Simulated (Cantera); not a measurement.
An isothermal, constant-pressure homogeneous reactor starts with H2 : O2 : N2 = 0.78 : 1 : 8.5 (molar parts), at 1175 K and 750 Torr.

Cantera simulation using the H2/O2 subset of GRI-Mech 3.0, which has no nitrogen chemistry; the numbers are that mechanism's predictions, not measurements. The temperature is held fixed by assumption; the heat of reaction is taken as removed at once.

x: mole fraction; the columns are a selection and need not sum to one.

```tsv
t (s)	x H2	x O2	x H2O	x HO2	x OH
2.00e-6	0.0759	0.0973	6.35e-11	6.52e-10	4.97e-11
1.34e-5	0.0759	0.0973	9.95e-9	6.07e-9	1.37e-9
8.94e-5	0.0716	0.0953	0.00324	4.02e-5	0.000308
0.000598	?	0.0617	0.0785	?	?
0.00400	7.69e-6	0.0617	0.0788	5.94e-7	3.00e-5
0.0267	?	0.0617	0.0789	?	?
0.179	8.84e-9	0.0617	0.0789	4.98e-9	3.04e-6
1.20	2.55e-9	0.0617	0.0789	3.53e-9	1.48e-6
8.00	2.39e-9	0.0617	0.0789	3.58e-9	1.39e-6
```

### Question
Some entries are withheld; supply them.

### Answer

- 0.000598, x H2: 0.000262
- 0.000598, x HO2: 1.10e-5
- 0.000598, x OH: 0.000144
- 0.0267, x H2: 9.65e-8
- 0.0267, x HO2: 3.01e-8
- 0.0267, x OH: 8.48e-6
